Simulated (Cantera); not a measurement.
# SiF4 + N2O (silicon oxide and oxynitride deposition)

Feed: 1 mol SiF4, 0.72 mol N2O, at 1.00 Torr.

Equilibrium computed with Cantera from the NASA thermochemical tables; the gas is ideal and each condensed phase is pure. Candidate condensed phases: Si, SiO2, Si2N2O, Si3N4; 28 gas species. The tables' values for SiF3, SiO2 are old estimates; treat these amounts as uncertain. The numbers say what is thermodynamically allowed, not how fast it happens.

From 1150 °C to 1750 °C nothing is condensed. The main Si-bearing gas is SiF4 throughout.

```
T (°C)  x SiF4   x N2   x O2       x O      x NO       x F
------  ------  -----  -----  --------  --------  --------
1150     0.481  0.346  0.173   1.53e-5  0.000494   3.38e-6
1225     0.481  0.346  0.173   4.49e-5  0.000728   1.02e-5
1300     0.481  0.346  0.172  0.000119   0.00103   2.79e-5
1375     0.481  0.345  0.172  0.000288   0.00142   6.96e-5
1450     0.480  0.345  0.172  0.000645   0.00189  0.000178
1525     0.480  0.345  0.171   0.00135   0.00246  0.000436
1600     0.479  0.344  0.170   0.00267   0.00313  0.000998
1675     0.477  0.343  0.168   0.00498   0.00390   0.00216
1750     0.473  0.341  0.165   0.00885   0.00475   0.00449
```
x: gas mole fraction; nothing condenses.
